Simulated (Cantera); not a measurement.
An isothermal, constant-pressure homogeneous reactor starts with CO : O₂ : H₂O : N₂ = 0.0022 : 0.0023 : 0.0054 : 1 (molar parts), equivalence ratio 0.48, at 1523 K and 760 Torr. Integrator tolerance rtol = 1e-08.

Model: GRI-Mech 3.0 (53 species, 325 reactions), integrated in Cantera.

**Question.** What does this change do: temperature 1523 to 1125 K?

**Answer.** 
| quantity | before | after |
|---|---|---|
| x(CO) at 60.0 s | 4.35e-7 (gas-phase equilibrium 4.45e-7) | 2.88e-10 (gas-phase equilibrium 1.68e-10) |
| x(O₂) at 60.0 s | 0.00119 (gas-phase equilibrium 0.00113) | 0.00119 (gas-phase equilibrium 0.00119) |
| x(H₂O) at 60.0 s | 0.00535 (gas-phase equilibrium 0.00535) | 0.00535 (gas-phase equilibrium 0.00535) |
| x(O) at 60.0 s | 1.90e-7 (gas-phase equilibrium 1.86e-7) | 2.88e-10 (gas-phase equilibrium 1.59e-10) |
| x(HO₂) at 60.0 s | 1.09e-9 (gas-phase equilibrium 1.05e-9) | 3.94e-11 (gas-phase equilibrium 2.63e-11) |
| x(OH) at 60.0 s | 6.04e-6 (gas-phase equilibrium 5.97e-6) | 8.61e-8 (gas-phase equilibrium 6.40e-8) |
| x(NO) at 60.0 s | 1.35e-6 (gas-phase equilibrium 0.000113) | 3.09e-8 (gas-phase equilibrium 8.99e-6) |

**Question.** What does this change do: temperature 1523 to 1375 K?

**Answer.** 
```
quantity                                            before                                      after
----------------  ----------------------------------------  -----------------------------------------
x(CO) at 60.0 s    4.35e-7 (gas-phase equilibrium 4.45e-7)    4.00e-8 (gas-phase equilibrium 4.04e-8)
x(O₂) at 60.0 s    0.00119 (gas-phase equilibrium 0.00113)    0.00119 (gas-phase equilibrium 0.00116)
x(H₂O) at 60.0 s   0.00535 (gas-phase equilibrium 0.00535)    0.00535 (gas-phase equilibrium 0.00535)
x(O) at 60.0 s     1.90e-7 (gas-phase equilibrium 1.86e-7)    2.19e-8 (gas-phase equilibrium 2.17e-8)
x(HO₂) at 60.0 s   1.09e-9 (gas-phase equilibrium 1.05e-9)  3.52e-10 (gas-phase equilibrium 3.46e-10)
x(OH) at 60.0 s    6.04e-6 (gas-phase equilibrium 5.97e-6)    1.51e-6 (gas-phase equilibrium 1.51e-6)
x(NO) at 60.0 s   1.35e-6 (gas-phase equilibrium 0.000113)    3.86e-7 (gas-phase equilibrium 5.27e-5)
```

**Question.** What does this change do: 0.0011 parts CH4 added?

**Answer.** 
```csv
quantity,before,after
x(CO) at 60.0 s,4.35e-7 (gas-phase equilibrium 4.45e-7),0.000964 (gas-phase equilibrium 0.000963)
x(O₂) at 60.0 s,0.00119 (gas-phase equilibrium 0.00113),2.81e-10 (gas-phase equilibrium 2.69e-10)
x(H₂O) at 60.0 s,0.00535 (gas-phase equilibrium 0.00535),0.00650 (gas-phase equilibrium 0.00650)
x(O) at 60.0 s,1.90e-7 (gas-phase equilibrium 1.86e-7),9.46e-11 (gas-phase equilibrium 9.05e-11)
x(HO₂) at 60.0 s,1.09e-9 (gas-phase equilibrium 1.05e-9),<1e-12 (gas-phase equilibrium <1e-12)
x(OH) at 60.0 s,6.04e-6 (gas-phase equilibrium 5.97e-6),1.48e-7 (gas-phase equilibrium 1.45e-7)
x(NO) at 60.0 s,1.35e-6 (gas-phase equilibrium 0.000113),2.79e-6 (gas-phase equilibrium 5.51e-8)
```
